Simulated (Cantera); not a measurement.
A diamond (100) surface in a fixed gas of H2 with x(CH4) = 0.026, x(CH3) = 0.0018, at 1350 K, 60.0 Torr; coverages are run to steady state.

Computed with Cantera and the Harris–Goodwin 1993 mechanism for the reconstructed diamond (100) surface.

One state of this run: growth (µm/h) = 27.9; θ c6HH = 0.364; θ c6H* = 0.0535; θ c6*H = 0.527; θ c6** = 0.0443; θ c6HM = 0.00246. θ: site fractions in the mechanism's names (c6HH fully hydrogenated, c6H* and c6*H radical sites, c6** diradical, c6HM methylated).

Q: Which value of x(H) does it belong to?
A. 0.0041
B. 0.018
C. 0.00021
D. 0.0001

A: A, 0.0041
